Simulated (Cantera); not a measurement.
Ammonia decomposition in nitride growth gas

An isothermal, constant-pressure homogeneous reactor starts with NH₃ : N₂ = 1 : 1.1 (molar parts), at 2098 K and 0.780 bar.

Detailed kinetics in Cantera: the gas-phase N/H chemistry of the illustrative SiF4/NH3 mechanism in the Surface Chemkin manual (1991). Walls and surfaces, which speed up NH3 decomposition in real reactors, are not modelled.

```
t (s)       x NH₃     x NH₂       x H    x N₂H₂   x N₂      x H₂      x N
--------  -------  --------  --------  --------  -----  --------  -------
4.00e-5     0.475  0.000809   1.66e-6   1.10e-6  0.524  0.000498  1.15e-8
0.000275    0.468   0.00158   1.10e-5   5.09e-6  0.523   0.00753  1.29e-7
0.00189     0.419   0.00127   5.99e-5   4.25e-6  0.523    0.0571  7.25e-7
0.0130      0.215  0.000721  0.000298   1.76e-6  0.519     0.265  1.54e-6
0.0894    0.00731   6.83e-5   0.00148   3.39e-8  0.516     0.475  1.47e-6
0.615     8.05e-5   1.22e-6   0.00243  1.69e-11  0.516     0.482  7.02e-8
4.23      9.94e-6   1.51e-7   0.00244  1.26e-12  0.516     0.482  8.69e-9
29.1      3.28e-6   4.97e-8   0.00244  1.04e-12  0.516     0.482  2.86e-9
200       3.22e-6   4.89e-8   0.00244  1.04e-12  0.516     0.482  2.81e-9
```
x: mole fraction; the columns are a selection and need not sum to one.

Equilibrium at this temperature and pressure: NH₃ 3.22e-6, NH₂ 4.89e-8, H 0.00244, N₂H₂ 1.04e-12, N₂ 0.516, H₂ 0.482, N 2.81e-9 (gas phase only).
